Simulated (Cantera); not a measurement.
What does this Cantera script print?

```python
import numpy as np
import cantera as ct

gas = ct.Solution("gri30.yaml")
gas.TPX = 1525, 23000, {'C2H4': 1, 'H2': 18}
reactor = ct.IdealGasConstPressureReactor(gas, energy="off", clone=False)
net = ct.ReactorNet([reactor])
net.rtol, net.atol = 1e-08, 1e-18
show = ['C2H4', 'H2', 'H', 'C2H2', 'C2H6']
times = np.geomspace(0.0002, 200, 13)

steps = ct.SolutionArray(gas, extra=["t"])
rows = []
print(f"{'t/s':>10s}{'T/K':>9s}{'P/Pa':>11s}" + "".join(f"{s:>11s}" for s in show))
for t in times:
    while net.time < t:
        t_next = net.step()
        steps.append(gas.state, t=t_next)
    rows.append([np.interp(t, steps.t, y) for y in (steps.T, steps.P, *steps(*show).X.T)])
    print(f"{t:10.3e}{rows[-1][0]:9.1f}{rows[-1][1]:11.4g}" + "".join(f"{x:11.3e}" for x in rows[-1][2:]))
rate = np.gradient(steps.T, steps.t)
print("integrator steps:", len(steps.t))
if steps.T.max() > steps.T[0] + 200:
    print(f"time of steepest temperature rise: {steps.t[rate.argmax()]:.4e} s")
gas.TPX = 1525, 23000, {'C2H4': 1, 'H2': 18}
gas.equilibrate("TP")
print(f"equilibrium (TP): T = {gas.T:.1f} K  " + "  ".join(f"{s} {gas[s].X[0]:.3e}" for s in show))
```

Output:

```
       t/s      T/K       P/Pa       C2H4         H2          H       C2H2       C2H6
 2.000e-04   1525.0    2.3e+04  5.252e-02  9.474e-01  2.928e-07  1.074e-04  4.049e-08
 6.325e-04   1525.0    2.3e+04  5.226e-02  9.474e-01  9.944e-07  3.525e-04  3.490e-07
 2.000e-03   1525.0    2.3e+04  5.126e-02  9.474e-01  5.020e-06  1.299e-03  3.457e-06
 6.325e-03   1525.0    2.3e+04  4.291e-02  9.477e-01  4.264e-05  9.143e-03  3.091e-05
 2.000e-02   1525.0    2.3e+04  1.568e-02  9.488e-01  5.338e-05  3.475e-02  1.388e-05
 6.325e-02   1525.0    2.3e+04  2.543e-03  9.492e-01  6.181e-05  4.704e-02  2.274e-06
 2.000e-01   1525.0    2.3e+04  2.231e-03  9.488e-01  6.214e-05  4.705e-02  1.990e-06
 6.325e-01   1525.0    2.3e+04  2.192e-03  9.478e-01  5.958e-05  4.625e-02  1.953e-06
 2.000e+00   1525.0    2.3e+04  2.087e-03  9.450e-01  5.502e-05  4.405e-02  1.948e-06
 6.325e+00   1525.0    2.3e+04  1.881e-03  9.395e-01  5.017e-05  3.972e-02  2.256e-06
 2.000e+01   1525.0    2.3e+04  1.746e-03  9.358e-01  4.813e-05  3.682e-02  2.656e-06
 6.325e+01   1525.0    2.3e+04  1.740e-03  9.356e-01  4.804e-05  3.668e-02  2.679e-06
 2.000e+02   1525.0    2.3e+04  1.740e-03  9.356e-01  4.804e-05  3.668e-02  2.679e-06
integrator steps: 973
equilibrium (TP): T = 1525.0 K  C2H4 1.740e-03  H2 9.356e-01  H 4.804e-05  C2H2 3.668e-02  C2H6 2.679e-06
```

Cantera simulation using GRI-Mech 3.0 (53 species, 325 reactions); the numbers are that mechanism's predictions, not measurements. GRI-Mech 3.0 was tuned for natural gas; its chemistry of ethylene as a main component is partial and can be far from experiment. GRI-Mech 3.0 stops at C3 and has no aromatics, soot or wall deposition, so with more carbon than oxygen in the feed, carbon stays in small species such as C2H2 where larger ones or solid carbon would form.
